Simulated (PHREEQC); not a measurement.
Make-up at 25 °C: 0.0038 mol/kgw Ni(NO3)2. Closed to the air; pH follows from the charge balance.

Model: ion-association model, wateq4f.dat, run in PHREEQC.

Each row changes one thing in this solution. This is a speciation only: nothing precipitates in the calculation.

```csv
case,pH,NiOH+ (mol/kgw),Ni(OH)2 (mol/kgw)
as made,6.22,6.35e-7,6.90e-10
4.8e-05 mol/kgw Na2SO4 added,6.23,6.34e-7,6.92e-10
temperature from 25 to 70 °C,5.64,2.48e-6,4.42e-11
Ni(NO3)2 from 0.0038 to 0.019 mol/kgw,5.96,1.28e-6,6.78e-10
Ni(NO3)2 from 0.0038 to 0.00038 mol/kgw,6.63,1.99e-7,5.88e-10
temperature from 25 to 55 °C,5.82,1.64e-6,1.01e-10
```

In wateq4f.dat the enthalpy of Ni(OH)2 has the wrong sign, so its saturation index can't be trusted away from 25 °C. Away from 25 °C the constants follow the database's enthalpies or fits; those with neither stay at their 25 °C values.
